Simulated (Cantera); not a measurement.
Input: 1 mol Si, 0.024 mol O₂, 290 mol H₂, at 3600 Pa.

Cantera equilibrium calculation (NASA polynomials, part measured and part estimated; ideal gas, pure solids and liquids). Candidate condensed phases: H₂O, Si, SiO₂; 18 gas species. Gases not in the tables: Si₂H₆ and higher silanes. Kinetics and transport are ignored.

Task: At 1750 K, list the 6 most abundant gas species with their mole fractions, and the condensed phases.

Result: H₂ 0.999, H 0.00122, SiO 0.000165, Si 4.17e-5, SiH₂ 2.08e-5, SiH 1.05e-5. Condensed: Si(l).
